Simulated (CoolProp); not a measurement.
Vapour-liquid equilibrium of R22 (1) + R123 (2) at 278.5 K; x and y are mole fractions of (1).

Model: multi-fluid Helmholtz-energy mixture model, Kamei 1995 and Younglove 1994; pair parameters Bell 2016, in CoolProp.

**Question.** Give the bubble pressure and the first vapour's composition at x = 0.2, 0.35, 0.95. Is there an azeotrope?

**Answer.** x = 0.2: 0.1458 MPa, y = 0.762; x = 0.35: 0.2298 MPa, y = 0.873; x = 0.95: 0.5606 MPa, y = 0.995. No azeotrope shows between x = 0.05 and 0.95.

The pair parameters rest on a limited set of measurements; away from them the model extrapolates.
